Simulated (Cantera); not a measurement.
Feed: 1 mol c-C₄F₈, 1.4 mol H₂, at 1100 K and 133 Pa.

Method: chemical equilibrium by Gibbs-energy minimisation in Cantera with the NASA 1993 tables (ideal gas, pure condensed phases). Candidate condensed phases: C, C₆H₆, C₇H₈, C₈H₁₈; 95 gas species. The feed counts by its element totals alone. Gases not in the tables: C₂F₆ and larger saturated fluorocarbons. Rates play no part.

Base state: HF 0.683, CF₄ 0.317 (mole fractions); condensed: C(graphite).

**Question.** What changes in the equilibrium state with this change: 0.45 mol CH₄ added?

**Answer.** 
```csv
species,before,after
HF,0.683,0.844
CF₄,0.317,0.156
"C(graphite), mol",2.70,3.60
```

**Question.** What changes in the equilibrium state with this change: temperature from 1100 K to 1973.15 K?

**Answer.** 
```csv
species,before,after
HF,0.683,0.602
CF₄,0.317,0.201
CF₂,1.83e-7,0.109
F,2.10e-8,0.0836
CF,<1e-9,0.000339
CF₃,9.11e-8,0.00379
"C(graphite), mol",2.70,2.54
```
